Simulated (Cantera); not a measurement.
# Hydrocarbon pyrolysis for carbon deposition

An isothermal, constant-pressure homogeneous reactor starts with 5.25 % C₂H₆, 94.5 % N₂, 0.242 % H₂O, at 1200 K and 100.0 Torr.

Cantera simulation using GRI-Mech 3.0 (53 species, 325 reactions); the numbers are that mechanism's predictions, not measurements. GRI-Mech 3.0 stops at C3 and has no aromatics, soot or wall deposition, so with more carbon than oxygen in the feed, carbon stays in small species such as C2H2 where larger ones or solid carbon would form.

| t (s) | x C₂H₆ | x HCN | x H₂ | x C₂H₄ | x H |
|---|---|---|---|---|---|
| 3.00e-5 | 0.0525 | <1e-12 | 3.67e-9 | 4.74e-9 | 1.53e-9 |
| 7.44e-5 | 0.0525 | <1e-12 | 5.97e-8 | 6.86e-8 | 1.01e-8 |
| 0.000185 | 0.0525 | <1e-12 | 9.35e-7 | 9.94e-7 | 6.22e-8 |
| 0.000458 | 0.0525 | <1e-12 | 1.33e-5 | 1.37e-5 | 3.40e-7 |
| 0.00114 | 0.0523 | 1.13e-12 | 0.000150 | 0.000154 | 1.32e-6 |
| 0.00282 | 0.0513 | 2.23e-11 | 0.000975 | 0.00101 | 2.50e-6 |
| 0.00698 | 0.0482 | 8.06e-11 | 0.00364 | 0.00377 | 2.93e-6 |
| 0.0173 | 0.0406 | 1.43e-10 | 0.0101 | 0.0103 | 3.25e-6 |
| 0.0430 | 0.0254 | 2.03e-10 | 0.0236 | 0.0228 | 3.92e-6 |
| 0.107 | 0.00674 | 2.54e-10 | 0.0422 | 0.0350 | 4.42e-6 |
| 0.264 | 0.000668 | 2.69e-10 | 0.0534 | 0.0332 | 2.18e-6 |
| 0.655 | 8.83e-5 | 2.69e-10 | 0.0590 | 0.0279 | 8.81e-7 |
| 1.63 | 3.00e-5 | 2.68e-10 | 0.0639 | 0.0226 | 5.49e-7 |
| 4.03 | 2.04e-5 | 2.66e-10 | 0.0703 | 0.0155 | 5.10e-7 |
| 10.0 | 1.18e-5 | 2.65e-10 | 0.0767 | 0.00837 | 4.48e-7 |
x: mole fraction; the columns are a selection and need not sum to one.

Equilibrium at this temperature and pressure: C₂H₆ 2.83e-6, HCN 0.0417, H₂ 0.0734, C₂H₄ 0.00191, H 1.47e-7 (gas phase only).
